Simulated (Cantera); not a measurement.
A perfectly stirred reactor is fed with 30.5 % CO, 1.31 % H2, 13.3 % O2, 49.7 % N2, 5.19 % H2O, equivalence ratio 1.2, at 10.0 bar; it is adiabatic with a 450 K inlet, and is followed from long to short residence time, starting on the burning branch (τ in s: 0.28, 0.097, 0.033, 0.011, 0.0039, 0.0013, 0.00045, 0.00015, 5.2e-05).

Cantera simulation using GRI-Mech 3.0 (53 species, 325 reactions); the numbers are that mechanism's predictions, not measurements. The hydrogen kinetics of GRI-Mech 3.0 are dated; newer H2 mechanisms differ, most at raised pressure.

Problem. Predict: blow-out, bracketed by the residence times tried; x(CO) at τ = 0.280 s; x(H2) at τ = 0.280 s; x(O2) at τ = 0.280 s; x(NO2) at τ = 0.280 s; x(H2O) at τ = 0.280 s; x(CO) at τ = 3.90 ms; x(H2) at τ = 3.90 ms; x(O2) at τ = 3.90 ms; x(NO2) at τ = 3.90 ms; x(H2O) at τ = 3.90 ms.

Solution. 
```
Property                                                                          Result
------------------------------------------------  --------------------------------------
blow-out, bracketed by the residence times tried  burning at 52.0 µs, the shortest tried
x(CO) at τ = 0.280 s                                                              0.0647
x(H2) at τ = 0.280 s                                                             0.00263
x(O2) at τ = 0.280 s                                                             0.00198
x(NO2) at τ = 0.280 s                                                            5.01e-7
x(H2O) at τ = 0.280 s                                                             0.0708
x(CO) at τ = 3.90 ms                                                              0.0684
x(H2) at τ = 3.90 ms                                                             0.00280
x(O2) at τ = 3.90 ms                                                             0.00405
x(NO2) at τ = 3.90 ms                                                            5.58e-7
x(H2O) at τ = 3.90 ms                                                             0.0700
```
